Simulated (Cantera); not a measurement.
# Premixed flame

A freely propagating, adiabatic, planar premixed flame of 4.19 % C3H8, 17.5 % O2, 65.8 % N2, 12.6 % CO2, equivalence ratio 1.2, unburnt at 548 K and 255 Torr; mixture-averaged transport, grid criteria slope 0.08 and curve 0.16, no radiation.

Detailed kinetics in Cantera: GRI-Mech 3.0 (53 species, 325 reactions). GRI-Mech 3.0 was tuned for natural gas; its chemistry of propane as a main component is partial and can be far from experiment. Burning velocities carry a grid error of a few per cent, more on coarse grids.

```tsv
z (mm)	T (K)	u (m/s)	x C3H8	x O2	x CO2	x H2	x HCO	x H2O
-3.00	548	0.872	0.0418	0.174	0.125	0.00164	<1e-8	5.69e-5
-2.00	550	0.877	0.0417	0.174	0.125	0.00433	<1e-8	0.000483
-1.50	556	0.890	0.0416	0.172	0.125	0.00736	<1e-8	0.00177
-1.000	602	0.971	0.0408	0.167	0.124	0.0129	<1e-8	0.00856
-0.500	913	1.52	0.0297	0.132	0.122	0.0219	5.06e-7	0.0419
-0.250	1263	2.17	0.0104	0.0924	0.123	0.0262	2.06e-5	0.0747
0	1598	2.81	0.000344	0.0500	0.129	0.0258	7.06e-5	0.106
0.250	1744	3.07	4.41e-7	0.0261	0.137	0.0202	2.20e-5	0.123
0.500	1779	3.13	<1e-8	0.0170	0.144	0.0165	1.93e-6	0.129
1.000	1805	3.17	<1e-8	0.0124	0.152	0.0151	9.31e-8	0.130
2.00	1836	3.21	<1e-8	0.0107	0.156	0.0149	7.45e-8	0.131
4.00	1879	3.28	<1e-8	0.00902	0.159	0.0142	5.74e-8	0.133
8.00	1932	3.36	<1e-8	0.00696	0.162	0.0131	3.93e-8	0.137
```
x: mole fraction of selected species; z is measured from the peak of heat release.

```json
{
  "laminar_burning_velocity": "87.1 cm/s",
  "thermal_thickness": "1.000 mm",
  "peak x(H2)": "0.0269",
  "peak x(HCO)": "7.13e-5",
  "grid_points": "147"
}
```
